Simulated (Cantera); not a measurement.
# Reactions in the system B-F-H

Source: NASA polynomial tables (part measured, part estimated), evaluated in Cantera. Values are per mole of reaction as written; species without (g) are pure solids or liquids, kept so even where they would boil at 1 bar.

2 BF3(g) + 3 H2(g) ⇌ 6 HF(g) + 2 B

```tsv
T (K)	ΔH° (kJ)	ΔS° (J/K)	ΔG° (kJ)	log10 K
1675	626.9	146.0	382.3	-11.92
1775	626.4	145.7	367.8	-10.82
1875	625.9	145.5	353.2	-9.84
1975	625.6	145.3	338.7	-8.96
2075	625.4	145.2	324.1	-8.16
2175	625.3	145.1	309.6	-7.44
2275	625.3	145.2	295.1	-6.78
```
